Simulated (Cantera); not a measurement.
Feed: 1 mol ZrO2, 410 mol H2, 9 mol N2.

These are equilibrium values from Cantera (NASA tables, ideal gas, pure condensed phases), not measurements of a reactor. Candidate condensed phases: H2O, Zr, ZrN, ZrO2; 28 gas species. Mutual solubility and eutectic melting of coexisting phases are not modelled. ZrN: taken at fixed stoichiometry. Condensed phases not in the tables: solid solutions among these carbides, nitrides and lower oxides. Kinetics and transport are ignored.

Stable condensed phases, one row left out:

```
T in °C \ P in Pa
              10      42     180     750    3200   13000   56000  240000 1000000
   1925        A       A       A       B       B       B       B       B       B
   1825        A       A       B       B       B       B       B       B       B
   1775        A       A       B       B       B       B       B       B       B
   1725        A       B       B       B       B       B       B       B       B
   1675        A       B       B       B       B       B       B       B       B
   1625        B       B       B       B       B       B       B       B       B
   1575        B       B       B       B       B       B       B       B       B
   1525        B       B       B       B       B       B       B       B       B
   1475        B       B       B       B       B       B       B       B       B
   1425        B       B       B       B       B       B       B       B       B
```

A: ZrO2; B: ZrN + ZrO2.

**Question.** Give the row for 1875 °C.

**Answer.** 10: ZrO2; 42: ZrO2; 180: ZrO2; 750: ZrN + ZrO2; 3200: ZrN + ZrO2; 13000: ZrN + ZrO2; 56000: ZrN + ZrO2; 240000: ZrN + ZrO2; 1000000: ZrN + ZrO2.
